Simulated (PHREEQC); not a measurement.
Solution (4.2 °C): 8.3 mmol/kgw CuCl2, 23 mmol/kgw HCl and 0.69 mmol/kgw Na2SO4. Closed to the air; pH follows from the charge balance.

Equilibrium calculation in PHREEQC: ion-association model, phreeqc.dat.

| quantity | before | after |
|---|---|---|
| pH | 1.71 | 2.38 |
| SO4-2 (mol/kgw) | 0.000336 | 0.000103 |
| HSO4- (mol/kgw) | 0.000243 | 2.09e-5 |
| CuCl+ (mol/kgw) | 0.000141 | 7.99e-6 |
| CuSO4 (mol/kgw) | 0.000110 | 1.37e-5 |
| SI of Halite (NaCl) | -5.98 | -7.30 |

Problem. What was changed between the two runs?
A) Na2SO4 from 0.00069 to 0.000345 mol/kgw
B) temperature from 4.2 to 40 °C
C) temperature from 4.2 to 5 °C
D) diluted 5-fold with water

Solution. D, diluted 5-fold with water

Precipitation was switched off in this run. Away from 25 °C the constants follow the database's enthalpies or fits; those with neither stay at their 25 °C values.
